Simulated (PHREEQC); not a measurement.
0.063 g of hydrous ferric oxide (600 m²/g; 0.2 weak and 0.005 strong sites per Fe, Dzombak-Morel constants, diffuse double layer) in 1 kg of water with 0.005 mol/kgw of an inert sodium salt and 3.4e-07 mol/kgw MnCl2 and 4.2e-07 mol/kgw BaCl2, at 25 °C; the pH is set by adding NaOH or the inert anion's acid. The system is closed to oxygen. CO2 from the air is kept out. No solid was allowed to form.

All values are PHREEQC results (ion-association model, wateq4f.dat), not measurements.

| pH | Mn sorbed (%) | Ba sorbed (%) | surface charge σ (C/m²) | surface potential ψ (mV) |
|---|---|---|---|---|
| 4 | 0.0 | 0.0 | 0.182 | 194 |
| 4.67 | 0.0 | 0.0 | 0.116 | 171 |
| 5.33 | 0.1 | 0.0 | 0.069 | 144 |
| 6 | 1.0 | 0.0 | 0.038 | 114 |
| 6.67 | 14.7 | 0.1 | 0.019 | 80 |
| 7.33 | 75.0 | ? | 0.008 | 44 |
| 8 | 98.3 | 23.5 | 0.001 | ? |
| 8.67 | 99.9 | 83.8 | -0.005 | ? |
| 9.33 | 100.0 | 98.8 | ? | -67 |
| 10 | 100.0 | 99.9 | -0.030 | -102 |
| 10.67 | 100.0 | 100.0 | -0.058 | -133 |
| 11.33 | 100.0 | 100.0 | -0.110 | -159 |
| 12 | 100.0 | 100.0 | -0.213 | -172 |

Fill in the missing entries.


- 7.33, Ba sorbed (%): 1.7
- 8, surface potential ψ (mV): 7
- 8.67, surface potential ψ (mV): -31
- 9.33, surface charge σ (C/m²): -0.014

Complexes and solids missing from the database can't appear.
